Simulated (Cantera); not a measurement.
Charge: 1 mol MgSO4, 0.092 mol H2O, 6.4 mol CO2, equilibrated at 1200 Torr.

These are equilibrium values from Cantera (NASA tables, ideal gas, pure condensed phases), not measurements of a reactor. Candidate condensed phases: C, C6H6, C7H8, C8H18, H2O, H2SO4, Mg, MgCO3, MgO, Mg(OH)2, MgS, MgSO4, S; 130 gas species. Rates play no part. All values below are at 1550 K.

Base state: CO2 0.801, SO2 0.124, O2 0.0620, H2O 0.0115, SO3 0.00114, OH 2.65e-5, CO 2.57e-5 (mole fractions); condensed: MgO(s).

Q: What changes in the equilibrium state with this change: CO2 from 6.4 to 0.92 mol?

A: 
```tsv
species	before	after
SO2	0.124	0.393
CO2	0.801	0.367
O2	0.0620	0.196
H2O	0.0115	0.0367
SO3	0.00114	0.00643
CO	2.57e-5	6.62e-6
OH	2.65e-5	6.32e-5
MgO(s), mol	1.00	1.00
```
